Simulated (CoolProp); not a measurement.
Vapour-liquid equilibrium of n-butane (1) + cis-2-butene (2) at -58.85 °C; x and y are mole fractions of (1).

Model: multi-fluid Helmholtz-energy mixture model, Bücker 2006 and Lemmon 2005; pair parameters Bell 2016, in CoolProp.

### Question
Give the bubble pressure and the first vapour's composition at x = 0.05, 0.35, 0.8. Is there an azeotrope?

### Answer
x = 0.05: 4.137 kPa, y = 0.076; x = 0.35: 4.673 kPa, y = 0.427; x = 0.8: 5.215 kPa, y = 0.832. No azeotrope shows between x = 0.05 and 0.95.

The pair parameters rest on a limited set of measurements; away from them the model extrapolates.
